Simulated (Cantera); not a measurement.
An adiabatic, constant-volume homogeneous reactor starts with 4.09 % CH₄, 1.02 % C₂H₆, 18.4 % O₂, 69.1 % N₂, 7.36 % H₂O, equivalence ratio 0.64, at 1048 K and 44000 Pa.

Detailed kinetics in Cantera: GRI-Mech 3.0 (53 species, 325 reactions).

Task: Predict: time of steepest temperature rise; temperature at 3.00 s; equilibrium temperature; x(O₂) at 3.00 s; x(CO) at 3.00 s.

Result: 
- time of steepest temperature rise = 69.6 ms
- temperature at 3.00 s = 2401 K
- equilibrium temperature = 2401 K
- x(O₂) at 3.00 s = 0.0607 (gas-phase equilibrium 0.0607)
- x(CO) at 3.00 s = 0.00481 (gas-phase equilibrium 0.00481)
